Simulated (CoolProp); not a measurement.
Toluene along the isobar 0.46 MPa: Z from the reference equation and from simpler models built on Tc = 591.7 K, pc = 4.126 MPa, ω = 0.266; each cubic takes its own stable root.

Computed with CoolProp (reference Helmholtz-energy equation of state, Lemmon 2006). It is a short technical equation, of lower accuracy than the large ones.

```csv
T (K),phase,reference
374.8,liquid,0.01724
397.1,liquid,0.01676
419.4,liquid,0.01639
441.7,liquid,0.01612
464,gas,0.8995
486.3,gas,0.9158
508.6,gas,0.9285
530.8,gas,0.9386
553.1,gas,0.9469
575.4,gas,0.9537
597.7,gas,0.9594
620,gas,0.9642
```

Task: How far does each simpler model (van der Waals, Soave-Redlich-Kwong, Peng-Robinson) lie from the reference over these 12 states: mean and median of the absolute difference, and the worst?

Result: 
- van der Waals: mean 1800.2 %, median 2.8 %, worst +5667.4 % at 441.7 K and 0.46 MPa
- Soave-Redlich-Kwong: mean 4.4 %, median 0.8 %, worst +12.8 % at 441.7 K and 0.46 MPa
- Peng-Robinson: mean 0.5 %, median 0.3 %, worst -1.2 % at 374.8 K and 0.46 MPa

At some of these states van der Waals gives the other phase, because its saturation line lies elsewhere.
